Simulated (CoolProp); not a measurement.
1000 sccm (0 °C, 1 atm) of nitrogen bubbles through liquid hexamethyldisiloxane (MM) at 322.2 K and leaves saturated at a total pressure of 0.15 MPa (ideal gas phase). Each further row changes one setting.

Model: reference Helmholtz-energy equation of state, Thol 2016, in CoolProp.

```json
[
 {"case": "as stated", "vapour pressure (kPa)": "16.9", "mole fraction of vapour": "?", "delivery (mg/min)": "918", "delivery (sccm)": "?", "change of delivery for a bath 1 K warmer (%)": "4.8"},
 {"case": "bath temperature 327.2 K", "vapour pressure (kPa)": "20.7", "mole fraction of vapour": "0.138", "delivery (mg/min)": "?", "delivery (sccm)": "160", "change of delivery for a bath 1 K warmer (%)": "4.8"},
 {"case": "total pressure 0.3 MPa", "vapour pressure (kPa)": "16.9", "mole fraction of vapour": "0.0563", "delivery (mg/min)": "?", "delivery (sccm)": "59.6", "change of delivery for a bath 1 K warmer (%)": "4.5"}
]
```

Q: What belongs in the gaps?

A: 
- as stated, mole fraction of vapour: 0.113
- as stated, delivery (sccm): 127
- bath temperature 327.2 K, delivery (mg/min): 1160
- total pressure 0.3 MPa, delivery (mg/min): 432
